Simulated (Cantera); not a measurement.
Boron, boron nitride and boron oxide: B + O2 + H2

Feed: 1 mol B, 0.79 mol O2, a varied amount of H2, at 2373 K and 0.00230 bar.

These are equilibrium values from Cantera (NASA tables, ideal gas, pure condensed phases), not measurements of a reactor. Candidate condensed phases: B, B2O3, B3O3H3, H2O; 23 gas species. Kinetics and transport are ignored.

From 0.36 mol H2 to 3 mol H2 nothing is condensed. The main B-bearing gas is B2O3 at 0.36 mol H2 and BO at 3 mol H2.

| n(H2) (mol) | x H2 | x B2O3 | x HBO2 | x H | x BO | x H2O | x BO2 | x HBO |
|---|---|---|---|---|---|---|---|---|
| 0.36 | 0.148 | 0.280 | 0.221 | 0.112 | 0.145 | 0.0299 | 0.0356 | 0.0181 |
| 0.66 | 0.263 | 0.172 | 0.186 | 0.149 | 0.141 | 0.0345 | 0.0225 | 0.0234 |
| 0.95 | 0.337 | 0.121 | 0.158 | 0.169 | 0.131 | 0.0356 | 0.0169 | 0.0247 |
| 1.2 | 0.383 | 0.0935 | 0.139 | 0.180 | 0.123 | 0.0357 | 0.0140 | 0.0247 |
| 1.5 | 0.425 | 0.0718 | 0.121 | 0.190 | 0.115 | 0.0352 | 0.0116 | 0.0242 |
| 1.8 | 0.458 | 0.0571 | 0.107 | 0.197 | 0.107 | 0.0346 | 0.00983 | 0.0234 |
| 2.1 | 0.485 | 0.0466 | 0.0956 | 0.203 | 0.100 | 0.0339 | 0.00854 | 0.0226 |
| 2.4 | 0.506 | 0.0387 | 0.0862 | 0.207 | 0.0946 | 0.0331 | 0.00754 | 0.0218 |
| 2.7 | 0.524 | 0.0327 | 0.0783 | 0.211 | 0.0896 | 0.0323 | 0.00673 | 0.0210 |
| 3 | 0.539 | 0.0280 | 0.0716 | 0.214 | 0.0851 | 0.0316 | 0.00607 | 0.0202 |
x: gas mole fraction; nothing condenses.
